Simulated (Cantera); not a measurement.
A closed system holds: 1 mol Zr, 14 mol N₂O, 0.49 mol N₂, at 2425 K and 0.00133 bar.

These are equilibrium values from Cantera (NASA tables, ideal gas, pure condensed phases), not measurements of a reactor. Candidate condensed phases: Zr, ZrN, ZrO₂; 13 gas species. The numbers say what is thermodynamically allowed, not how fast it happens.

What is the equilibrium state?


| Item | Result |
|---|---|
| x(N₂) | 0.655 |
| x(O₂) | 0.205 |
| x(O) | 0.123 |
| x(NO) | 0.0181 |
| x(ZrO₂) | 8.44e-5 |
| x(N) | 3.17e-6 |
| n(ZrO₂(tetragonal)) | 0.998 mol |
| gas amount | 21.83 mol |
| log10 activity of Zr(l) (absent) | -10.45 |
